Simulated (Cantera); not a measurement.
Charge: 1 mol SiC, 3.6 mol N2O, 160 mol N2, 0.085 mol CO2, held at 902 °C and 1.20 Pa.

Equilibrium computed with Cantera from the NASA thermochemical tables; the gas is ideal and each condensed phase is pure. Candidate condensed phases: C, Si, SiC, SiO2, Si2N2O, Si3N4; 34 gas species. The tables hold silica as quartz up to 1696 K and as liquid above; real silica turns to tridymite and cristobalite and melts near 1996 K. The numbers say what is thermodynamically allowed, not how fast it happens.

Base state: N2 0.993, CO2 0.00416, CO 0.00243 (mole fractions); condensed: SiO2(β-quartz).

What changes in the equilibrium state with this change: SiC replaced by Si3N4?


```
species               before     after
-------------------  -------  --------
N2                     0.993     0.999
CO                   0.00243  0.000515
SiO                    <1e-9  0.000112
CO2                  0.00416   2.90e-9
SiO2(β-quartz), mol     1.00      1.45
Si2N2O(s), mol             0     0.766
```
Mutual solubility and eutectic melting of coexisting phases are not modelled.

What changes in the equilibrium state with this change: temperature from 902 °C to 1900 °C?


```
species               before     after
-------------------  -------  --------
N2                     0.993     0.978
O                      <1e-9   0.00921
CO                   0.00243   0.00642
SiO                    <1e-9   0.00598
NO                   1.86e-9  0.000405
O2                     <1e-9  0.000197
CO2                  0.00416   6.26e-5
SiO2(β-quartz), mol     1.00         0
```
